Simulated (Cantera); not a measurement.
**Adiabatic ignition**

An adiabatic, constant-volume homogeneous reactor starts with CO : H₂ : CH₄ : O₂ : N₂ : CO₂ = 1 : 0.81 : 0.056 : 0.598 : 3.41 : 0.023 (molar parts), at 1373 K and 14.0 bar.

Cantera simulation using GRI-Mech 3.0 (53 species, 325 reactions); the numbers are that mechanism's predictions, not measurements. The pressure lies above the range GRI-Mech 3.0 was tuned for (to about 10 atm).

```tsv
t (s)	T (K)	P (bar)	x CO	x H₂	x CH₄	x HCO	x HO₂
6.00e-6	2741	26.2	0.131	0.0339	6.73e-12	3.60e-6	1.23e-5
1.49e-5	2954	27.8	0.126	0.0316	1.54e-11	1.31e-6	1.78e-6
3.69e-5	2951	27.8	0.126	0.0318	1.60e-11	1.30e-6	1.70e-6
9.14e-5	2945	27.8	0.126	0.0321	1.67e-11	1.29e-6	1.61e-6
0.000226	2941	27.7	0.127	0.0322	1.72e-11	1.29e-6	1.56e-6
0.000561	2941	27.7	0.127	0.0322	1.72e-11	1.29e-6	1.55e-6
0.00139	2941	27.7	0.127	0.0322	1.72e-11	1.29e-6	1.55e-6
0.00345	2941	27.7	0.127	0.0322	1.72e-11	1.29e-6	1.55e-6
0.00855	2941	27.7	0.127	0.0322	1.72e-11	1.29e-6	1.55e-6
0.0212	2941	27.7	0.127	0.0322	1.72e-11	1.29e-6	1.55e-6
0.0525	2941	27.7	0.127	0.0322	1.72e-11	1.29e-6	1.55e-6
0.130	2941	27.7	0.127	0.0322	1.72e-11	1.29e-6	1.55e-6
0.323	2941	27.7	0.127	0.0322	1.72e-11	1.29e-6	1.55e-6
0.800	2941	27.7	0.127	0.0322	1.72e-11	1.29e-6	1.55e-6
```
x: mole fraction; the columns are a selection and need not sum to one.

```
Quantity                                                              Result
---------------------------------  -----------------------------------------
time of steepest temperature rise                                    5.13 µs
temperature at 0.800 s                                                2941 K
equilibrium temperature                                               2941 K
x(CO) at 0.800 s                         0.127 (gas-phase equilibrium 0.127)
x(H₂) at 0.800 s                       0.0322 (gas-phase equilibrium 0.0322)
x(CH₄) at 0.800 s                  1.72e-11 (gas-phase equilibrium 1.97e-11)
```
